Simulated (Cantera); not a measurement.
**Low-pressure radical oxidation in H2/O2**

An isothermal, constant-pressure homogeneous reactor starts with 0.626 % H2, 99.4 % O2, at 1425 K and 0.0132 atm.

Computed with Cantera and GRI-Mech 3.0 (53 species, 325 reactions). Radical loss at walls, strong at low pressure, is not modelled.

```
t (s)        x H2   x O2       x H     x H2O    x HO2
--------  -------  -----  --------  --------  -------
0.000200  0.00626  0.994   6.16e-9   9.61e-9  4.08e-8
0.000538  0.00626  0.994   1.49e-8   9.96e-8  1.10e-7
0.00145   0.00626  0.994   1.15e-7   1.80e-6  2.94e-7
0.00390   0.00573  0.993   2.00e-5  0.000375  5.40e-7
0.0105    2.02e-5  0.988  0.000111   0.00573  2.39e-7
0.0283    1.52e-5  0.988  0.000105   0.00576  2.31e-7
0.0761    1.43e-5  0.988   9.58e-5   0.00578  2.24e-7
0.205     1.23e-5  0.989   7.63e-5   0.00582  2.06e-7
0.552     8.69e-6  0.990   4.44e-5   0.00591  1.69e-7
1.49      4.21e-6  0.992   1.47e-5   0.00603  1.10e-7
4.00      1.30e-6  0.993   2.46e-6   0.00615  5.35e-8
```
x: mole fraction; the columns are a selection and need not sum to one.

Equilibrium at this temperature and pressure: H2 3.60e-8, O2 0.994, H 1.13e-8, H2O 0.00626, HO2 3.01e-8 (gas phase only).
